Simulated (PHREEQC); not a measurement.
Consider water at 65 °C with 3.9 mmol/kgw H2SO4, 0.17 mmol/kgw H4SiO4 and 3.7 mmol/kgw H3BO3. Closed to the air; pH follows from the charge balance.

Equilibrium calculation in PHREEQC: ion-association model, wateq4f.dat.

```json
[
 {"quantity": "pH", "before": "2.27", "after": "5.69"},
 {"quantity": "ionic strength (mol/kgw)", "before": "0.00772", "after": "2.06e-6"},
 {"quantity": "H2BO3- (mol/kgw)", "before": "8.47e-10", "after": "1.97e-6"},
 {"quantity": "SI of Quartz (SiO2)", "before": "-0.31", "after": "-0.31"}
]
```

**Question.** Which change was made?
A) H2SO4 from 0.0039 to 0.00351 mol/kgw
B) temperature from 65 to 20 °C
C) H2SO4 left out
D) temperature from 65 to 30 °C
E) H4SiO4 from 0.00017 to 8.5e-05 mol/kgw

**Answer.** C, H2SO4 left out

Precipitation was switched off in this run. Away from 25 °C the constants follow the database's enthalpies or fits; those with neither stay at their 25 °C values.
